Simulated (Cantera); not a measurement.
Charge: 1 mol C2H6, 0.18 mol NH3, held at 1498.15 K and 5800000 Pa.

Cantera equilibrium calculation (NASA polynomials, part measured and part estimated; ideal gas, pure solids and liquids). Candidate condensed phases: C, C6H6, C7H8, C8H18; 92 gas species. The ideal-gas law is rough above about 30 bar. Rates play no part.

Problem. What is the equilibrium state?

Solution. 
| Item | Result |
|---|---|
| x(H2) | 0.859 |
| x(CH4) | 0.111 |
| x(N2) | 0.0294 |
| x(NH3) | 0.000493 |
| x(HCN) | 0.000166 |
| x(C2H4) | 0.000110 |
| x(C2H6) | 4.83e-5 |
| x(C2H2 (acetylene)) | 7.58e-6 |
| x(CH3CN) | 6.80e-6 |
| n(C(graphite)) | 1.66 mol |
| gas amount | 3.023 mol |
